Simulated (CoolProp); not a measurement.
R507A along the isotherm 384.7 K: density (kg/m³) from the reference equation and from simpler models built on Tc = 343.8 K, pc = 37.05 bar, ω = 0.286; each cubic takes its own stable root.

Model: reference Helmholtz-energy equation of state, Lemmon 2003, in CoolProp. It is a pseudo-pure fit of the blend.

```json
[
 {"p (bar)": "0.586", "phase": "gas", "reference": "1.818"},
 {"p (bar)": "1.2", "phase": "gas", "reference": "3.739"},
 {"p (bar)": "2.47", "phase": "gas", "reference": "7.761"},
 {"p (bar)": "5.07", "phase": "gas", "reference": "16.22"},
 {"p (bar)": "10.4", "phase": "gas", "reference": "34.59"},
 {"p (bar)": "21.4", "phase": "gas", "reference": "77.90"},
 {"p (bar)": "43.9", "phase": "supercritical", "reference": "205.0"},
 {"p (bar)": "90.2", "phase": "supercritical", "reference": "648.6"},
 {"p (bar)": "185", "phase": "supercritical", "reference": "885.9"}
]
```

**Question.** How far does each simpler model (ideal gas, van der Waals, Redlich-Kwong, Soave-Redlich-Kwong, Peng-Robinson) lie from the reference over these 9 states: mean and median of the absolute difference, and the worst?

**Answer.** 
- ideal gas: mean 17.2 %, median 7.1 %, worst -57.0 % at 384.7 K and 90.2 bar
- van der Waals: mean 5.4 %, median 0.4 %, worst -25.5 % at 384.7 K and 185 bar
- Redlich-Kwong: mean 2.4 %, median 0.1 %, worst -9.7 % at 384.7 K and 185 bar
- Soave-Redlich-Kwong: mean 4.0 %, median 0.5 %, worst -16.9 % at 384.7 K and 90.2 bar
- Peng-Robinson: mean 1.8 %, median 0.5 %, worst -10.2 % at 384.7 K and 90.2 bar
